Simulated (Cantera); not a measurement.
Cantera run, input and output.

```python
import numpy as np
import cantera as ct

gas = ct.Solution("h2o2.yaml")
gas.TPX = 475, 101325, {'H2': 1, 'O2': 0.179, 'N2': 0.671}
flame = ct.FreeFlame(gas, width=0.04)
flame.set_refine_criteria(ratio=3, slope=0.08, curve=0.16)
flame.transport_model = "mixture-averaged"
flame.solve(loglevel=0, auto=True)
z, T = flame.grid, flame.T
thick = (T[-1] - T[0]) / np.gradient(T, z).max()
show = ['H2', 'O2', 'HO2', 'H2O', 'H', 'H2O2']
print(f"laminar burning velocity  {flame.velocity[0] * 100:.3f} cm/s")
print(f"burnt temperature         {T[-1]:.1f} K")
print(f"thermal thickness         {thick * 1e3:.4f} mm")
print(f"grid points               {len(z)}")
z0 = z[flame.heat_release_rate.argmax()]
print(f"{'z/mm':>9s}{'T/K':>9s}{'u/(m/s)':>9s}" + "".join(f"{s:>11s}" for s in show))
rows = []
for k in (-3, -2, -1.5, -1, -0.5, -0.25, 0, 0.25, 0.5, 1, 2, 4, 8):
    zz = z0 + k * thick
    rows.append([k * thick, np.interp(zz, z, T), np.interp(zz, z, flame.velocity),
                 *(np.interp(zz, z, flame.X[gas.species_index(s)]) for s in show)])
    print(f"{rows[-1][0] * 1e3:9.3f}{rows[-1][1]:9.1f}{rows[-1][2]:9.3f}" + "".join(f"{x:11.3e}" for x in rows[-1][3:]))
```

Output:

```
laminar burning velocity  528.806 cm/s
burnt temperature         1950.7 K
thermal thickness         0.4309 mm
grid points               128
     z/mm      T/K  u/(m/s)         H2         O2        HO2        H2O          H       H2O2
   -1.293    475.0    5.288  5.405e-01  9.676e-02  1.299e-12  2.930e-12  7.750e-16  9.334e-15
   -0.862    475.0    5.288  5.405e-01  9.676e-02  9.461e-11  1.815e-10  6.464e-14  7.042e-13
   -0.646    475.0    5.288  5.405e-01  9.676e-02  4.052e-09  6.141e-09  5.434e-12  3.176e-11
   -0.431    475.2    5.289  5.405e-01  9.677e-02  3.737e-07  4.349e-07  4.734e-09  3.273e-09
   -0.215    517.4    5.709  5.349e-01  9.682e-02  2.850e-04  1.647e-03  1.906e-04  1.121e-05
   -0.108    775.6    8.333  5.029e-01  8.931e-02  1.628e-04  2.438e-02  6.626e-03  1.689e-05
    0.000   1132.9   11.877  4.318e-01  6.081e-02  6.630e-05  8.776e-02  3.307e-02  1.467e-06
    0.108   1373.6   14.340  3.651e-01  2.067e-02  2.082e-05  1.651e-01  6.012e-02  4.249e-07
    0.215   1481.7   15.436  3.434e-01  4.553e-03  4.399e-06  1.966e-01  6.618e-02  1.988e-07
    0.431   1575.7   16.330  3.435e-01  2.951e-04  2.690e-07  2.060e-01  5.915e-02  1.256e-07
    0.862   1667.9   17.172  3.518e-01  4.026e-05  4.254e-08  2.079e-01  4.666e-02  8.861e-08
    1.723   1755.9   17.958  3.606e-01  2.255e-05  2.576e-08  2.095e-01  3.392e-02  5.193e-08
    3.447   1829.9   18.607  3.681e-01  1.127e-05  1.422e-08  2.110e-01  2.283e-02  2.573e-08
```

Cantera simulation using the H2/O2 subset of GRI-Mech 3.0, which has no nitrogen chemistry; the numbers are that mechanism's predictions, not measurements. Burning velocities carry a grid error of a few per cent, more on coarse grids.
